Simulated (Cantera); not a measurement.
What does this Cantera script print?

```python
import numpy as np
import cantera as ct

gas_names = """
    CL CL2 H HCL H2 N NH NH2 NH3 N2 N2H2 N2H4 Si SiCL SiCL2 SiCL3 SiCL4 SiH SiHCL3 SiH2 SiH2CL2 SiH3
    SiH3CL SiH4 SiN Si2 Si2N Si3
""".split()
cond_names = """
    NH4CL(a) NH4CL(b) Si(cr) Si(L) Si3N4(a)
""".split()


# ... load() reads the species with a 1 bar reference pressure and builds the phases ...
atoms = {
    'SiCl4': {'Si': 1, 'CL': 4},
    'NH3': {'N': 1, 'H': 3},
    'H2': {'H': 2},
    'N2': {'N': 2},
}
top_T = {'Si3N4(a)': 2400}  # K; cautious upper limits of use, not melting points


# ... equilibrate(T, P, feed) seeds the gas with the atoms and calls Mixture.equilibrate('TP', solver="vcs", rtol=1e-11, max_steps=5000) ...
results = []
feed = {'SiCl4': 1, 'NH3': 0.5, 'H2': 0.58, 'N2': 2.7}  # mol
T = 1275  # K
P = 36000  # Pa
mix = equilibrate(T, P, feed)
results.append((T, P, feed, dict(zip(mix.species_names, mix.species_moles))))
print(gas.report(threshold=0.0001))
for i in range(1, mix.n_phases):
    print(f"{mix.phase(i).name:16s} {mix.phase_moles(i):12.5e} mol")
```

Output:

```
       temperature   1275 K
          pressure   36000 Pa
           density   0.14857 kg/m^3
  mean mol. weight   43.75 kg/kmol
   phase of matter   gas

                          1 kg             1 kmol
                     ---------------   ---------------
          enthalpy       -1.4297e+06       -6.2548e+07  J
   internal energy        -1.672e+06       -7.3149e+07  J
           entropy            6264.3        2.7406e+05  J/K
    Gibbs function       -9.4167e+06       -4.1198e+08  J
 heat capacity c_p            950.14             41569  J/K
 heat capacity c_v             760.1             33254  J/K

                      mass frac. Y      mole frac. X     chem. pot. / RT
                     ---------------   ---------------   ---------------
               HCL           0.24308            0.2917            -35.89
                H2          0.004558          0.098914           -21.478
                N2           0.31801           0.49665           -27.249
             SiCL2        0.00063772        0.00028186           -63.475
             SiCL3          0.006671          0.002171           -88.626
             SiCL4           0.42242           0.10878           -113.78
            SiHCL3         0.0046097          0.001489           -99.365
     [  +21 minor]        7.7443e-06        5.2678e-06

Si(cr)            0.00000e+00 mol
Si3N4(a)          1.29775e-01 mol
```

Equilibrium computed with Cantera from the NASA thermochemical tables; the gas is ideal and each condensed phase is pure. The tables' values for SiCl3 are old estimates; treat these amounts as uncertain.
